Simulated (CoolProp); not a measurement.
A single-stage vapour-compression cycle with fluoroethane (R161): evaporating at 216.15 K (dew point), condensing at 249.15 K (bubble point), superheat 5 K, subcooling 8 K, compressor efficiency 0.8, no pressure losses. Each further row changes one setting.

The numbers come from the reference Helmholtz-energy equation of state, Wu 2012 in CoolProp.

```json
[
 {"case": "as stated", "cooling COP": "4.79", "pressure ratio": "4.81", "discharge temperature (K)": "298.1", "refrigerating effect (kJ/kg)": "401", "volumetric capacity (kJ/m³)": "402"},
 {"case": "evaporating temperature 221.15 K", "cooling COP": "5.89", "pressure ratio": "3.66", "discharge temperature (K)": "___", "refrigerating effect (kJ/kg)": "___", "volumetric capacity (kJ/m³)": "525"},
 {"case": "condensing temperature 244.15 K", "cooling COP": "5.75", "pressure ratio": "3.91", "discharge temperature (K)": "___", "refrigerating effect (kJ/kg)": "411", "volumetric capacity (kJ/m³)": "412"},
 {"case": "subcooling 13 K", "cooling COP": "4.91", "pressure ratio": "4.81", "discharge temperature (K)": "298.1", "refrigerating effect (kJ/kg)": "411", "volumetric capacity (kJ/m³)": "412"},
 {"case": "superheat 15 K", "cooling COP": "4.71", "pressure ratio": "4.81", "discharge temperature (K)": "___", "refrigerating effect (kJ/kg)": "412", "volumetric capacity (kJ/m³)": "394"},
 {"case": "compressor efficiency 0.7", "cooling COP": "4.19", "pressure ratio": "4.81", "discharge temperature (K)": "___", "refrigerating effect (kJ/kg)": "401", "volumetric capacity (kJ/m³)": "402"}
]
```

Question: What belongs in the gaps?

Answer: 
- evaporating temperature 221.15 K, discharge temperature (K): 290.1
- evaporating temperature 221.15 K, refrigerating effect (kJ/kg): 406
- condensing temperature 244.15 K, discharge temperature (K): 287.7
- superheat 15 K, discharge temperature (K): 309.1
- compressor efficiency 0.7, discharge temperature (K): 307.4
